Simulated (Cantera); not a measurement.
A closed system holds: 1 mol FeS, 0.074 mol H₂S, 0.06 mol O₂, held at 1348.15 K and 2780 Torr.

Method: chemical equilibrium by Gibbs-energy minimisation in Cantera with the NASA 1993 tables (ideal gas, pure condensed phases). Candidate condensed phases: Fe, FeO, Fe(OH)₂, Fe(OH)₃, FeS, FeSO₄, FeS₂, Fe₂O₃, Fe₂(SO₄)₃, Fe₃O₄, H₂O, H₂SO₄, S; 22 gas species. FeS: taken at fixed stoichiometry. Equilibrium is a limit: real reactors are often held back by kinetics, nucleation or transport.

Base state: H₂O 0.528, SO₂ 0.230, S₂ 0.147, H₂S 0.0739, H₂ 0.0122, S₂O 0.00816, SO 0.000615, SH 0.000350 (mole fractions); condensed: FeS(s).

Task: What changes in the equilibrium state with this change: pressure from 2780 Torr to 1 atm?

Result: 
| species | before | after |
|---|---|---|
| H₂O | 0.528 | 0.535 |
| SO₂ | 0.230 | 0.224 |
| S₂ | 0.147 | 0.158 |
| H₂S | 0.0739 | 0.0579 |
| H₂ | 0.0122 | 0.0176 |
| SO | 0.000615 | 0.000854 |
| S₂O | 0.00816 | 0.00615 |
| SH | 0.000350 | 0.000436 |
| FeS(s), mol | 1.00 | 1.00 |

Task: What changes in the equilibrium state with this change: temperature from 1348.15 K to 1050 K?

Result: 
| species | before | after |
|---|---|---|
| H₂O | 0.528 | 0.511 |
| SO₂ | 0.230 | 0.244 |
| S₂ | 0.147 | 0.126 |
| H₂S | 0.0739 | 0.109 |
| H₂ | 0.0122 | 0.00196 |
| SO | 0.000615 | 2.81e-5 |
| SH | 0.000350 | 1.97e-5 |
| FeS(s), mol | 1.00 | 1.00 |
Gases not in the tables: S₃ to S₇.

Task: What changes in the equilibrium state with this change: H₂S from 0.074 to 0.23 mol?

Result: 
```csv
species,before,after
H₂O,0.528,0.385
H₂S,0.0739,0.346
S₂,0.147,0.209
SO₂,0.230,0.00950
H₂,0.0122,0.0477
SO,0.000615,0.000136
S₂O,0.00816,0.00216
SH,0.000350,0.000827
"FeS(s), mol",1.00,1.00
```
